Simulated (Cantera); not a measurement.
What does this Cantera script print?

```python
import numpy as np
import cantera as ct

gas = ct.Solution("gri30.yaml")
gas.TPX = 2000, 100000, {'NO': 1, 'N2': 1.7}
reactor = ct.IdealGasConstPressureReactor(gas, energy="off", clone=False)
net = ct.ReactorNet([reactor])
net.rtol, net.atol = 1e-08, 1e-18
show = ['NO', 'N2O', 'NO2', 'N2', 'O', 'O2']
times = np.geomspace(5e-06, 50, 14)

steps = ct.SolutionArray(gas, extra=["t"])
rows = []
print(f"{'t/s':>10s}{'T/K':>9s}{'P/Pa':>11s}" + "".join(f"{s:>11s}" for s in show))
for t in times:
    while net.time < t:
        t_next = net.step()
        steps.append(gas.state, t=t_next)
    rows.append([np.interp(t, steps.t, y) for y in (steps.T, steps.P, *steps(*show).X.T)])
    print(f"{t:10.3e}{rows[-1][0]:9.1f}{rows[-1][1]:11.4g}" + "".join(f"{x:11.3e}" for x in rows[-1][2:]))
rate = np.gradient(steps.T, steps.t)
print("integrator steps:", len(steps.t))
if steps.T.max() > steps.T[0] + 200:
    print(f"time of steepest temperature rise: {steps.t[rate.argmax()]:.4e} s")
gas.TPX = 2000, 100000, {'NO': 1, 'N2': 1.7}
gas.equilibrate("TP")
print(f"equilibrium (TP): T = {gas.T:.1f} K  " + "  ".join(f"{s} {gas[s].X[0]:.3e}" for s in show))
```

Output:

```
       t/s      T/K       P/Pa         NO        N2O        NO2         N2          O         O2
 5.000e-06   2000.0      1e+05  3.704e-01  7.920e-07  5.832e-08  6.296e-01  7.431e-07  1.067e-09
 1.728e-05   2000.0      1e+05  3.704e-01  2.697e-06  5.902e-07  6.296e-01  2.218e-06  1.166e-08
 5.969e-05   2000.0      1e+05  3.703e-01  8.866e-06  4.467e-06  6.296e-01  5.664e-06  1.199e-07
 2.062e-04   2000.0      1e+05  3.703e-01  2.594e-05  2.291e-05  6.296e-01  1.562e-05  1.584e-06
 7.126e-04   2000.0      1e+05  3.701e-01  5.413e-05  8.007e-05  6.297e-01  4.391e-05  3.386e-05
 2.462e-03   2000.0      1e+05  3.694e-01  6.489e-05  1.103e-04  6.301e-01  5.844e-05  3.347e-04
 8.506e-03   2000.0      1e+05  3.671e-01  6.412e-05  1.186e-04  6.312e-01  6.275e-05  1.473e-03
 2.939e-02   2000.0      1e+05  3.592e-01  6.106e-05  1.418e-04  6.352e-01  7.546e-05  5.403e-03
 1.015e-01   2000.0      1e+05  3.325e-01  5.166e-05  1.916e-04  6.485e-01  1.075e-04  1.867e-02
 3.509e-01   2000.0      1e+05  2.540e-01  2.950e-05  2.358e-04  6.877e-01  1.695e-04  5.784e-02
 1.212e+00   2000.0      1e+05  1.099e-01  5.633e-06  1.495e-04  7.597e-01  2.450e-04  1.299e-01
 4.188e+00   2000.0      1e+05  1.910e-02  5.404e-07  3.008e-05  8.051e-01  2.822e-04  1.754e-01
 1.447e+01   2000.0      1e+05  7.364e-03  4.142e-07  1.178e-05  8.110e-01  2.866e-04  1.813e-01
 5.000e+01   2000.0      1e+05  7.250e-03  4.136e-07  1.160e-05  8.111e-01  2.866e-04  1.814e-01
integrator steps: 1166
equilibrium (TP): T = 2000.0 K  NO 7.250e-03  N2O 4.136e-07  NO2 1.160e-05  N2 8.111e-01  O 2.866e-04  O2 1.814e-01
```

Computed with Cantera and GRI-Mech 3.0 (53 species, 325 reactions).
